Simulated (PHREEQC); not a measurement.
Solution (25 °C): 0.093 mol/kgw CuCl2 and 0.0015 mol/kgw H2SO4. Closed to the air; pH follows from the charge balance.

Computed with PHREEQC (ion-association model, phreeqc.dat).

This is a speciation only: nothing precipitates in the calculation.

Q: Predict the pH, density.

A: pH 2.63; density 1.008 g/cm³.

Q: In which forms is Cl present?

A: Cl- 93 %, CuCl+ 6.1 %, CuCl2 0.5 % of the Cl.
